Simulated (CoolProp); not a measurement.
Vapour-liquid equilibrium of acetone (1) + toluene (2) at 430 kPa; x and y are mole fractions of (1).

Computed with CoolProp (multi-fluid Helmholtz-energy mixture model, Lemmon 2006 and Lemmon 2006; pair parameters Bell 2016).

```
x     bubble temperature (K)  y at the bubble point  dew temperature at overall composition x (K)  liquid density (mol/L)
----  ----------------------  ---------------------  --------------------------------------------  ----------------------
0.05                   435.0                  0.192                                         441.7                   7.945
0.2                    416.4                  0.521                                         434.6                   8.502
0.35                   404.9                  0.686                                         426.7                   9.030
0.5                    396.8                  0.788                                         417.8                   9.574
0.65                   390.5                  0.863                                         407.6                   10.16
0.8                    385.2                  0.926                                         395.8                   10.81
0.95                   380.4                  0.982                                         383.1                   11.55
```

No azeotrope shows between x = 0.05 and 0.95.

Pair parameters are fitted to limited data, so mixtures are less certain than the pure fluids.
